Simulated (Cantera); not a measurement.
Mixture: CO : H2 : CH4 : O2 : N2 : H2O = 1 : 0.39 : 0.034 : 1.91 : 7.17 : 0.49 (molar parts), at 10.0 bar, adiabatic and at constant pressure. Ignition delay is the time to a rise of 400 K.

Detailed kinetics in Cantera: GRI-Mech 3.0 (53 species, 325 reactions). Below about 1000 K GRI-Mech 3.0 lacks low-temperature oxidation paths. Below about 950 K walls govern HO2 and H2O2 in real vessels.

**Question.** What does this change do: pressure from 10.0 bar to 8.80 bar?

**Answer.** 
```
quantity                                                before       after
--------------------------------------------------  ----------  ----------
delay at 925 K                                         70.2 ms     73.8 ms
delay at 1025 K                                        5.87 ms     5.96 ms
delay at 1125 K                                       0.684 ms    0.661 ms
delay at 1225 K                                        95.8 µs     86.2 µs
apparent activation energy between 1175 and 1275 K  230 kJ/mol  230 kJ/mol
```

**Question.** What does this change do: pressure from 10.0 bar to 1.00 bar?

**Answer.** 
| quantity | before | after |
|---|---|---|
| delay at 925 K | 70.2 ms | 59.5 ms |
| delay at 1025 K | 5.87 ms | 0.779 ms |
| delay at 1125 K | 0.684 ms | 0.209 ms |
| delay at 1225 K | 95.8 µs | 0.121 ms |
Where the delays flatten at high temperature, the 400 K rule measures the pace of heat release, not the induction time.
